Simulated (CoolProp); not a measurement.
Model: reference Helmholtz-energy equation of state, Zhou 2016, in CoolProp.

### Question
Give the vapour pressure (kPa), enthalpy of vaporisation (kJ/kg), liquid cp (kJ/(kg K)), vapour Z of saturated R245ca at 314, 347.4, 358.6 K.

### Answer
| T (K) | p (kPa) | enthalpy of vaporisation (kJ/kg) | liquid cp (kJ/(kg K)) | vapour Z |
|---|---|---|---|---|
| 314 | 178 | 195 | 1.41 | 0.942 |
| 347.4 | 491 | 174 | 1.48 | 0.881 |
| 358.6 | 656 | 166 | 1.51 | 0.854 |
